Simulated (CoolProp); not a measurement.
Vapour-liquid equilibrium of o-xylene (1) + n-decane (2) at 0.388 kPa; x and y are mole fractions of (1).

The numbers come from the multi-fluid Helmholtz-energy mixture model, Zhou 2012 and Lemmon 2006; pair parameters Bell 2016 in CoolProp.

Question: Give the bubble temperature and the first vapour's composition at x = 0.45, 0.85, 0.95. Is there an azeotrope?

Answer: x = 0.45: 293.7 K, y = 0.811; x = 0.85: 286.6 K, y = 0.968; x = 0.95: 285.3 K, y = 0.990. No azeotrope shows between x = 0.05 and 0.95.

Pair parameters are fitted to limited data, so mixtures are less certain than the pure fluids.
